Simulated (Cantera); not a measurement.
Input (Python, Cantera) and output of one run.

```python
import numpy as np
import cantera as ct

gas_names = """
    C CO CO2 C2 C2O C3 C3O2 C4 C5 Fe FeC5O5 FeO O O2 O3
""".split()
cond_names = """
    C(gr) Fe(a) Fe(c) Fe(d) Fe(L) FeC5O5(L) FeO(s) FeO(L) Fe2O3(s) Fe3O4(s)
""".split()


# ... load() reads the species with a 1 bar reference pressure and builds the phases ...
atoms = {
    'Fe2O3': {'Fe': 2, 'O': 3},
    'CO': {'C': 1, 'O': 1},
}
top_T = {'C(gr)': 4500, 'Fe2O3(s)': 1830, 'Fe3O4(s)': 1870}  # K; cautious upper limits of use, not melting points


# ... equilibrate(T, P, feed) seeds the gas with the atoms and calls Mixture.equilibrate('TP', solver="vcs", rtol=1e-11, max_steps=5000) ...
results = []
feed = {'Fe2O3': 1, 'CO': 15}  # mol
P = 59  # Pa
for T in [873, 923, 973, 1023, 1073, 1123, 1173, 1223, 1273, 1323, 1373, 1423, 1473, 1523]:
    mix = equilibrate(T, P, feed)
    results.append((T, P, feed, dict(zip(mix.species_names, mix.species_moles))))
    x = sorted(zip(gas.X, gas.species_names), reverse=True)
    print(f"T = {T:g} K  P = {P:g} Pa  gas = {mix.phase_moles(0):.4g} mol")
    print("   x: " + "  ".join(f"{s} {v:.3e}" for v, s in x if v > 1e-05))
    print("   condensed (mol): " + ("  ".join(f"{mix.phase(i).name} {mix.phase_moles(i):.4g}"
          for i in range(1, mix.n_phases) if mix.phase_moles(i) > 1e-12) or "none"))
```

Output:

```
T = 873 K  P = 59 Pa  gas = 15 mol
   x: CO 8.000e-01  CO2 2.000e-01
   condensed (mol): Fe(a) 2
T = 923 K  P = 59 Pa  gas = 15 mol
   x: CO 8.000e-01  CO2 2.000e-01
   condensed (mol): Fe(a) 2
T = 973 K  P = 59 Pa  gas = 15 mol
   x: CO 8.000e-01  CO2 2.000e-01
   condensed (mol): Fe(a) 2
T = 1023 K  P = 59 Pa  gas = 15 mol
   x: CO 8.023e-01  CO2 1.977e-01
   condensed (mol): Fe(a) 1.966  FeO(s) 0.03446
T = 1073 K  P = 59 Pa  gas = 15 mol
   x: CO 8.129e-01  CO2 1.871e-01
   condensed (mol): Fe(a) 1.807  FeO(s) 0.1929
T = 1123 K  P = 59 Pa  gas = 15 mol
   x: CO 8.213e-01  CO2 1.787e-01
   condensed (mol): Fe(a) 1.681  FeO(s) 0.3189
T = 1173 K  P = 59 Pa  gas = 15 mol
   x: CO 8.286e-01  CO2 1.714e-01
   condensed (mol): Fe(a) 1.571  FeO(s) 0.4292
T = 1223 K  P = 59 Pa  gas = 15 mol
   x: CO 8.348e-01  CO2 1.652e-01
   condensed (mol): Fe(c) 1.478  FeO(s) 0.5222
T = 1273 K  P = 59 Pa  gas = 15 mol
   x: CO 8.404e-01  CO2 1.596e-01
   condensed (mol): Fe(c) 1.394  FeO(s) 0.6058
T = 1323 K  P = 59 Pa  gas = 15 mol
   x: CO 8.455e-01  CO2 1.545e-01
   condensed (mol): Fe(c) 1.317  FeO(s) 0.6828
T = 1373 K  P = 59 Pa  gas = 15 mol
   x: CO 8.502e-01  CO2 1.497e-01  Fe 1.323e-05
   condensed (mol): Fe(c) 1.246  FeO(s) 0.7538
T = 1423 K  P = 59 Pa  gas = 15 mol
   x: CO 8.546e-01  CO2 1.454e-01  Fe 4.517e-05
   condensed (mol): Fe(c) 1.18  FeO(s) 0.8196
T = 1473 K  P = 59 Pa  gas = 15 mol
   x: CO 8.586e-01  CO2 1.413e-01  Fe 1.417e-04
   condensed (mol): Fe(c) 1.117  FeO(s) 0.8805
T = 1523 K  P = 59 Pa  gas = 15.01 mol
   x: CO 8.621e-01  CO2 1.375e-01  Fe 4.114e-04
   condensed (mol): Fe(c) 1.057  FeO(s) 0.9371
```

Method: chemical equilibrium by Gibbs-energy minimisation in Cantera with the NASA 1993 tables (ideal gas, pure condensed phases). Mutual solubility and eutectic melting of coexisting phases are not modelled. The tables' stoichiometric FeO is somewhat more stable than real wüstite, so its field is too wide. FeO: taken at fixed stoichiometry.
